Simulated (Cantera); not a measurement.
Mixture: CH4 : O2 : N2 : CO2 = 1 : 1.54 : 10.5 : 0.5 (molar parts), equivalence ratio 1.3, at 3450 Torr, adiabatic and at constant volume. Ignition delay is the time to a rise of 400 K.

Cantera simulation using GRI-Mech 3.0 (53 species, 325 reactions); the numbers are that mechanism's predictions, not measurements.

Q: Predict: delay at 1125 K; delay at 1175 K; delay at 1225 K; delay at 1275 K; delay at 1325 K; delay at 1375 K; delay at 1425 K; apparent activation energy between 1325 and 1425 K.

A: 
* **delay at 1125 K**: 60.5 ms
* **delay at 1175 K**: 31.0 ms
* **delay at 1225 K**: 16.3 ms
* **delay at 1275 K**: 8.85 ms
* **delay at 1325 K**: 4.90 ms
* **delay at 1375 K**: 2.76 ms
* **delay at 1425 K**: 1.59 ms
* **apparent activation energy between 1325 and 1425 K**: 180 kJ/mol
